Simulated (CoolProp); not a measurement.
Vapour-liquid equilibrium of cyclohexane (1) + n-dodecane (2) at 417.8 K; x and y are mole fractions of (1).

Values from CoolProp's multi-fluid Helmholtz-energy mixture model, Zhou 2014 and Lemmon 2004; pair parameters Bell 2016.

Give the bubble pressure and the first vapour's composition at x = 0.05, 0.8, 0.95. Is there an azeotrope?

x = 0.05: 30.25 kPa, y = 0.596; x = 0.8: 384.5 kPa, y = 0.992; x = 0.95: 468.3 kPa, y = 0.998. No azeotrope shows between x = 0.05 and 0.95.

Pair parameters are fitted to limited data, so mixtures are less certain than the pure fluids.
